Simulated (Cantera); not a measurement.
# Equilibrium for fluorocarbon and chlorocarbon gases: CH2F2 + F2 + H2

Charge: 1 mol CH2F2, 0.049 mol F2, 0.75 mol H2, held at 2773 K and 1.33 mbar.

These are equilibrium values from Cantera (NASA tables, ideal gas, pure condensed phases), not measurements of a reactor. Candidate condensed phases: C, C6H6, C7H8, C8H18; 95 gas species. Equilibrium is a limit: real reactors are often held back by kinetics, nucleation or transport.

```yaml
x(HF): 0.561
x(H): 0.356
x(H2): 0.0306
x(F): 0.0259
x(C3): 0.0169
x(C): 0.00367
x(CF): 0.00179
x(C2): 0.00164
x(C2H): 0.00131
n(C(graphite)): 0.768 mol
gas_amount: 3.566 mol
```
